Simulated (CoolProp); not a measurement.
Properties of fluorine along the isotherm 300 K.

Values from CoolProp's reference Helmholtz-energy equation of state, de Reuck 1990.

| p (MPa) | phase | cv (kJ/(kg K)) | expansivity (1/kK) |
|---|---|---|---|
| 1.25 | gas | 0.6063 | 3.433 |
| 2.5 | gas | 0.6070 | 3.531 |
| 3.75 | gas | 0.6080 | 3.627 |
| 5 | gas | 0.6092 | 3.716 |
| 6.25 | supercritical | 0.6107 | 3.799 |
| 7.5 | supercritical | 0.6123 | 3.875 |
| 8.75 | supercritical | 0.6142 | 3.945 |
| 10 | supercritical | 0.6161 | 4.010 |
| 11.2 | supercritical | 0.6181 | 4.069 |
| 12.5 | supercritical | 0.6202 | 4.128 |
| 13.8 | supercritical | 0.6224 | 4.183 |
| 15 | supercritical | 0.6244 | 4.230 |
| 16.2 | supercritical | 0.6264 | 4.272 |
| 17.5 | supercritical | 0.6284 | 4.313 |
| 18.8 | supercritical | 0.6303 | 4.347 |
| 20 | supercritical | 0.6320 | 4.373 |
